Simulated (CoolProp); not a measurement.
Vapour-liquid equilibrium of R114 (1) + n-hexane (2) at 282.9 K; x and y are mole fractions of (1).

The numbers come from the multi-fluid Helmholtz-energy mixture model, Platzer 1990 and Thol 2019; pair parameters Bell 2016 in CoolProp. This equation is an older, rougher fit; its heat capacities, sound speeds and derivatives of the liquid may be far off and weren't checked against measurements.

| x | bubble pressure (MPa) | y at the bubble point | dew pressure at overall composition x (MPa) | liquid density (mol/L) |
|---|---|---|---|---|
| 0.05 | 0.02070 | 0.538 | 0.01047 | 7.802 |
| 0.125 | 0.03484 | 0.743 | 0.01133 | 7.869 |
| 0.2 | 0.04693 | 0.821 | 0.01235 | 7.937 |
| 0.275 | 0.05730 | 0.863 | 0.01356 | 8.006 |
| 0.35 | 0.06631 | 0.890 | 0.01504 | 8.076 |
| 0.425 | 0.07427 | 0.909 | 0.01688 | 8.148 |
| 0.5 | 0.08147 | 0.924 | 0.01923 | 8.221 |
| 0.575 | 0.08818 | 0.937 | 0.02233 | 8.297 |
| 0.65 | 0.09464 | 0.948 | 0.02661 | 8.374 |
| 0.725 | 0.1011 | 0.958 | 0.03288 | 8.454 |
| 0.8 | 0.1076 | 0.969 | 0.04289 | 8.537 |
| 0.875 | 0.1146 | 0.980 | 0.06090 | 8.624 |
| 0.95 | 0.1220 | 0.991 | 0.09602 | 8.715 |

No azeotrope shows between x = 0.05 and 0.95.

Pair parameters are fitted to limited data, so mixtures are less certain than the pure fluids.
